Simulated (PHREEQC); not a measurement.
FeCl3 is added in steps, without added water, to 1 kg of water holding 2.4 mmol/kgw Ni(NO3)2 and 0.3 mmol/kgw NaCl, at 25 °C. Oxygen is held at 0.21 atm. CO2 from the air is kept out. Only these solids could form: Fe(OH)3(a), Ni(OH)2, Halite.

Base run: PHREEQC, ion-association model, wateq4f.dat. Each further column changes one thing. The table gives FeOH+2 (mol/kgw).

```tsv
FeCl3 added (mol)	base	metal-ligand complexes left out	Davies equation for every ion	all activity coefficients set to 1	Debye-Hückel limiting law
0	0	0	0	0	0
0.00018	6.80e-5	6.81e-5	6.74e-5	?	6.81e-5
0.00036	0.000184	0.000185	0.000182	?	0.000183
0.00054	0.000312	0.000313	0.000307	0.000299	0.000308
0.00072	0.000441	0.000443	0.000434	0.000430	?
0.0009	0.000568	0.000572	0.000557	0.000563	0.000554
0.00108	0.000677	0.000682	0.000667	0.000696	0.000657
0.00132	0.000809	0.000818	0.000795	0.000862	0.000780
0.0015	0.000901	0.000912	0.000884	0.000973	?
0.00168	0.000987	0.00100	0.000968	0.00108	0.000941
0.00186	0.00107	0.00109	0.00105	?	0.00101
0.00204	0.00115	0.00117	0.00112	0.00128	0.00108
0.00222	0.00122	0.00124	0.00119	0.00137	0.00114
0.0024	0.00129	0.00131	0.00125	0.00147	0.00120
```

Task: Some entries are withheld; supply them.

Result: 
- 0.00018, all activity coefficients set to 1: 6.12e-5
- 0.00036, all activity coefficients set to 1: 0.000172
- 0.00072, Debye-Hückel limiting law: 0.000433
- 0.0015, Debye-Hückel limiting law: 0.000864
- 0.00186, all activity coefficients set to 1: 0.00118
